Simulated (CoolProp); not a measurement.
Ethylbenzene along the isobar 47.4 bar: fugacity coefficient from the reference equation and from simpler models built on Tc = 344.0 °C, pc = 36.22 bar, ω = 0.304; each cubic takes its own stable root.

Model: reference Helmholtz-energy equation of state, Zhou 2012, in CoolProp.

```
T (°C)          phase  reference
------  -------------  ---------
156.95         liquid    0.04085
180.65         liquid    0.06727
204.45         liquid     0.1039
228.15         liquid     0.1514
251.95         liquid     0.2105
275.65         liquid     0.2802
299.35         liquid     0.3594
323.15         liquid     0.4459
346.85  supercritical     0.5347
```

How far does each simpler model (van der Waals, Soave-Redlich-Kwong, Peng-Robinson) lie from the reference over these 9 states: mean and median of the absolute difference, and the worst?


- van der Waals: mean 107.5 %, median 72.3 %, worst +316.6 % at 156.95 °C and 47.4 bar
- Soave-Redlich-Kwong: mean 4.8 %, median 4.9 %, worst +5.6 % at 275.65 °C and 47.4 bar
- Peng-Robinson: mean 0.9 %, median 1.0 %, worst +1.2 % at 251.95 °C and 47.4 bar
